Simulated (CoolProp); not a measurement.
Vapour-liquid equilibrium of R114 (1) + benzene (2) at 0.445 MPa; x and y are mole fractions of (1).

Values from CoolProp's multi-fluid Helmholtz-energy mixture model, Platzer 1990 and Thol 2012; pair parameters Bell 2016. This equation is an older, rougher fit; its heat capacities, sound speeds and derivatives of the liquid may be far off and weren't checked against measurements.

Problem. Give the bubble temperature and the first vapour's composition at x = 0.25, 0.35, 0.65. Is there an azeotrope?

Solution. x = 0.25: 79.5 °C, y = 0.800; x = 0.35: 72.2 °C, y = 0.851; x = 0.65: 60.5 °C, y = 0.924. No azeotrope shows between x = 0.05 and 0.95.

Pair parameters are fitted to limited data, so mixtures are less certain than the pure fluids.
